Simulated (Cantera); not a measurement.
Input (Python, Cantera):

```python
import numpy as np
import cantera as ct

gas = ct.Solution("h2o2.yaml")
gas.TPX = 550, 31000, {'H2': 1, 'O2': 0.385, 'N2': 1.45, 'H2O': 0.017}
flame = ct.FreeFlame(gas, width=0.091)
flame.set_refine_criteria(ratio=3, slope=0.08, curve=0.16)
flame.transport_model = "mixture-averaged"
flame.solve(loglevel=0, auto=True)
z, T = flame.grid, flame.T
thick = (T[-1] - T[0]) / np.gradient(T, z).max()
show = ['H2', 'O2', 'H2O2', 'H', 'OH', 'H2O']
print(f"laminar burning velocity  {flame.velocity[0] * 100:.3f} cm/s")
print(f"burnt temperature         {T[-1]:.1f} K")
print(f"thermal thickness         {thick * 1e3:.4f} mm")
print(f"grid points               {len(z)}")
z0 = z[flame.heat_release_rate.argmax()]
print(f"{'z/mm':>9s}{'T/K':>9s}{'u/(m/s)':>9s}" + "".join(f"{s:>11s}" for s in show))
rows = []
for k in (-3, -2, -1.5, -1, -0.5, -0.25, 0, 0.25, 0.5, 1, 2, 4, 8):
    zz = z0 + k * thick
    rows.append([k * thick, np.interp(zz, z, T), np.interp(zz, z, flame.velocity),
                 *(np.interp(zz, z, flame.X[gas.species_index(s)]) for s in show)])
    print(f"{rows[-1][0] * 1e3:9.3f}{rows[-1][1]:9.1f}{rows[-1][2]:9.3f}" + "".join(f"{x:11.3e}" for x in rows[-1][3:]))
```

Result:

```
laminar burning velocity  643.942 cm/s
burnt temperature         2439.4 K
thermal thickness         2.0509 mm
grid points               141
     z/mm      T/K  u/(m/s)         H2         O2       H2O2          H         OH        H2O
   -6.153    550.0    6.439  3.506e-01  1.350e-01  1.238e-16  1.698e-17  5.409e-20  5.961e-03
   -4.102    550.0    6.439  3.506e-01  1.350e-01  3.858e-16  8.389e-14  9.259e-17  5.961e-03
   -3.076    550.0    6.439  3.506e-01  1.350e-01  3.243e-14  1.787e-11  1.327e-14  5.961e-03
   -2.051    550.0    6.439  3.506e-01  1.350e-01  3.659e-11  2.249e-08  2.087e-11  5.961e-03
   -1.025    557.4    6.515  3.491e-01  1.350e-01  1.213e-06  1.561e-04  2.935e-05  6.315e-03
   -0.513    717.6    8.264  3.242e-01  1.308e-01  4.540e-06  7.651e-03  5.019e-04  1.961e-02
    0.000   1149.0   12.810  1.949e-01  8.611e-02  1.260e-06  6.231e-02  3.072e-03  1.155e-01
    0.513   1445.5   15.910  9.064e-02  2.439e-02  1.210e-06  9.811e-02  8.015e-03  2.280e-01
    1.025   1568.5   17.135  8.098e-02  1.506e-02  8.842e-07  9.289e-02  1.025e-02  2.459e-01
    2.051   1706.6   18.466  8.457e-02  1.236e-02  5.231e-07  7.865e-02  1.235e-02  2.529e-01
    4.102   1858.0   19.880  8.824e-02  9.909e-03  2.760e-07  6.298e-02  1.398e-02  2.610e-01
    8.204   2012.1   21.271  9.041e-02  7.336e-03  1.464e-07  4.789e-02  1.464e-02  2.711e-01
   16.407   2156.7   22.536  9.117e-02  4.906e-03  8.451e-08  3.456e-02  1.393e-02  2.822e-01
```

Model: the H2/O2 subset of GRI-Mech 3.0, which has no nitrogen chemistry, integrated in Cantera. Burning velocities carry a grid error of a few per cent, more on coarse grids.
